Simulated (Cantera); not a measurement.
## NO annealing gas

An isothermal, constant-pressure homogeneous reactor starts with 54.9 % NO, 45.1 % N2, at 1975 K and 63.8 Torr.

Detailed kinetics in Cantera: GRI-Mech 3.0 (53 species, 325 reactions).

```json
[
 {"t (s)": "1.00e-6", "x NO": "0.549", "x O": "2.48e-8", "x O2": "<1e-12", "x N2": "0.451", "x N2O": "2.48e-8", "x NO2": "4.37e-12"},
 {"t (s)": "3.32e-6", "x NO": "0.549", "x O": "8.24e-8", "x O2": "8.62e-12", "x N2": "0.451", "x N2O": "8.24e-8", "x NO2": "4.84e-11"},
 {"t (s)": "1.10e-5", "x NO": "0.549", "x O": "2.74e-7", "x O2": "9.50e-11", "x N2": "0.451", "x N2O": "2.74e-7", "x NO2": "5.33e-10"},
 {"t (s)": "3.67e-5", "x NO": "0.549", "x O": "9.07e-7", "x O2": "1.05e-9", "x N2": "0.451", "x N2O": "9.07e-7", "x NO2": "5.81e-9"},
 {"t (s)": "0.000122", "x NO": "0.549", "x O": "2.99e-6", "x O2": "1.15e-8", "x N2": "0.451", "x N2O": "2.99e-6", "x NO2": "6.18e-8"},
 {"t (s)": "0.000405", "x NO": "0.549", "x O": "9.78e-6", "x O2": "1.27e-7", "x N2": "0.451", "x N2O": "9.69e-6", "x NO2": "6.10e-7"},
 {"t (s)": "0.00135", "x NO": "0.549", "x O": "3.19e-5", "x O2": "1.49e-6", "x N2": "0.451", "x N2O": "2.97e-5", "x NO2": "4.87e-6"},
 {"t (s)": "0.00447", "x NO": "0.549", "x O": "0.000104", "x O2": "2.30e-5", "x N2": "0.451", "x N2O": "7.56e-5", "x NO2": "2.42e-5"},
 {"t (s)": "0.0149", "x NO": "0.548", "x O": "0.000205", "x O2": "0.000298", "x N2": "0.451", "x N2O": "0.000121", "x NO2": "4.81e-5"},
 {"t (s)": "0.0494", "x NO": "0.546", "x O": "0.000225", "x O2": "0.00156", "x N2": "0.452", "x N2O": "0.000124", "x NO2": "5.34e-5"},
 {"t (s)": "0.164", "x NO": "0.537", "x O": "0.000259", "x O2": "0.00588", "x N2": "0.457", "x N2O": "0.000119", "x NO2": "6.40e-5"},
 {"t (s)": "0.545", "x NO": "0.507", "x O": "0.000349", "x O2": "0.0207", "x N2": "0.471", "x N2O": "0.000102", "x NO2": "8.95e-5"},
 {"t (s)": "1.81", "x NO": "0.409", "x O": "0.000544", "x O2": "0.0700", "x N2": "0.521", "x N2O": "6.11e-5", "x NO2": "0.000123"},
 {"t (s)": "6.02", "x NO": "0.183", "x O": "0.000826", "x O2": "0.183", "x N2": "0.634", "x N2O": "1.11e-5", "x NO2": "8.89e-5"},
 {"t (s)": "20.0", "x NO": "0.0257", "x O": "0.000973", "x O2": "0.261", "x N2": "0.712", "x N2O": "3.08e-7", "x NO2": "1.50e-5"}
]
```
x: mole fraction; the columns are a selection and need not sum to one.

Equilibrium at this temperature and pressure: NO 0.00778, O 0.000988, O2 0.270, N2 0.721, N2O 1.22e-7, NO2 4.62e-6 (gas phase only).
